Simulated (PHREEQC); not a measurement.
Consider water at 25 °C with 140 mmol/kgw FeSO4 and 3.7 mmol/kgw HF. Closed to the air; pH follows from the charge balance.

The numbers come from PHREEQC with the ion-association model, phreeqc.dat.

No solid was allowed to form.

Problem. What pH, ionic strength, density does the model give?

Solution. pH 3.23; ionic strength 0.295 mol/kgw; density 1.017 g/cm³.

Problem. In which forms is Fe present?

Solution. Fe+2 53 %, FeSO4 47 % of the Fe.

Complexes and solids missing from the database can't appear. Fluoro complexes past AlF4- and FeF3 are missing from the database.
